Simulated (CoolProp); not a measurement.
Vapour-liquid equilibrium of propane (1) + R113 (2) at 340.8 K; x and y are mole fractions of (1).

Values from CoolProp's multi-fluid Helmholtz-energy mixture model, Lemmon 2009 and Marx 1992; pair parameters Bell 2016.

```
x     bubble pressure (MPa)  y at the bubble point  dew pressure at overall composition x (MPa)  liquid density (mol/L)
----  ---------------------  ---------------------  -------------------------------------------  ----------------------
0.05                 0.2965                  0.373                                       0.1981                   7.878
0.15                 0.5140                  0.653                                       0.2208                   8.082
0.25                 0.7300                  0.767                                       0.2494                   8.288
0.35                 0.9426                  0.830                                       0.2862                   8.493
0.45                  1.152                  0.871                                       0.3356                   8.695
0.55                  1.361                  0.901                                       0.4052                   8.889
0.65                  1.573                  0.925                                       0.5103                   9.068
0.75                  1.795                  0.946                                       0.6867                   9.220
0.85                  2.036                  0.966                                        1.034                   9.325
0.95                  2.312                  0.988                                        1.842                   9.342
```

No azeotrope shows between x = 0.05 and 0.95.

Pair parameters are fitted to limited data, so mixtures are less certain than the pure fluids.
